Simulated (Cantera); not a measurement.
A Cantera script and what it prints.

```python
import numpy as np
import cantera as ct

gas_names = """
    F FO FO2 F2 F2O H HF HOF HO2 H2 H2F2 H2O H2O2 H3F3 H4F4 H5F5 H6F6 H7F7 O OH O2 O3
""".split()
cond_names = """
    H2O(s) H2O(L)
""".split()


def load(file, names, dense=False):
    # The tables refer to 1 bar. Condensed volumes are neglected.
    table = {s.name: s for s in ct.Species.list_from_file(file)}
    out = []
    for n in names:
        d = dict(table[n].input_data)
        d["thermo"] = dict(d["thermo"], **{"reference-pressure": 1e5})
        if dense:
            d["equation-of-state"] = {"model": "constant-volume", "density": "1e6 g/cm^3"}
        out.append(ct.Species.from_dict(d))
    return out


gas = ct.Solution(thermo="ideal-gas", species=load("nasa_gas.yaml", gas_names))
cond = {s.name: ct.Solution(thermo="fixed-stoichiometry", species=[s], name=s.name)
        for s in load("nasa_condensed.yaml", cond_names, dense=True)}
atoms = {
    'HF': {'H': 1, 'F': 1},
    'H2': {'H': 2},
    'O2': {'O': 2},
    'H2O': {'H': 2, 'O': 1},
}
top_T = {}  # K; cautious upper limits of use, not melting points


def equilibrate(T, P, feed):
    n = {}
    for name, mol in feed.items():
        for a, k in atoms[name].items():
            n[a] = n.get(a, 0.0) + k * mol
    gas.TPX = T, P, n
    mass = sum(n.values()) * gas.mean_molecular_weight
    gas.equilibrate("TP")
    valid = [c for c in cond.values() if c.min_temp <= T <= top_T.get(c.name, c.max_temp)]
    mix = ct.Mixture([(gas, mass / gas.mean_molecular_weight)] + [(c, 0.0) for c in valid])
    mix.T, mix.P = T, P
    mix.equilibrate("TP", solver="vcs", rtol=1e-11, max_steps=5000)
    return mix


results = []
feed = {'HF': 1, 'H2': 0.24, 'O2': 0.33, 'H2O': 0.23}  # mol
T = 2775  # K
P = 2800  # Pa
mix = equilibrate(T, P, feed)
results.append((T, P, feed, dict(zip(mix.species_names, mix.species_moles))))
print(gas.report(threshold=0.001))
for i in range(1, mix.n_phases):
    print(f"{mix.phase(i).name:16s} {mix.phase_moles(i):12.5e} mol")
```

Result:

```
       temperature   2775 K
          pressure   2800 Pa
           density   0.0021484 kg/m^3
  mean mol. weight   17.703 kg/kmol
   phase of matter   gas

                          1 kg             1 kmol
                     ---------------   ---------------
          enthalpy       -2.1629e+06       -3.8289e+07  J
   internal energy       -3.4662e+06       -6.1362e+07  J
           entropy             15911        2.8167e+05  J/K
    Gibbs function       -4.6315e+07       -8.1991e+08  J
 heat capacity c_p            2019.6             35752  J/K
 heat capacity c_v            1549.9             27438  J/K

                      mass frac. Y      mole frac. X     chem. pot. / RT
                     ---------------   ---------------   ---------------
                 F         0.0045145         0.0042066           -28.202
                 H         0.0053859           0.09459           -13.628
                HF           0.56372           0.49882            -41.83
                H2          0.005089          0.044687           -27.257
               H2O           0.11552           0.11352           -45.239
                 O          0.079669          0.088153           -17.982
                OH          0.063439          0.066035            -31.61
                O2           0.16265          0.089984           -35.964
     [  +14 minor]        1.2355e-05        6.6029e-06
```

Method: chemical equilibrium by Gibbs-energy minimisation in Cantera with the NASA 1993 tables (ideal gas, pure condensed phases).
